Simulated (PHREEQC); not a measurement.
Dissolve 110 mmol/kgw HF, 0.045 mmol/kgw (CH3)4NF, 0.0035 mmol/kgw H4SiO4 and 0.17 mmol/kgw H2SO4 at 20 °C. Closed to the air; pH follows from the charge balance.

Computed with PHREEQC (ion-association model, phreeqc.dat).

Precipitation was switched off in this run.

Task: Predict the pH, ionic strength.

Result: pH 2.00; ionic strength 0.0111 mol/kgw.

Task: In which forms is F present?

Result: HF 88 %, F- 7.2 %, HF2- 5.1 % of the F.

Species that the database lacks are ignored. (CH3)4N+ isn't in the database: it is added as a free cation with an ion size of 4 Å. SiF6-2 is the database's only silicon fluoride.
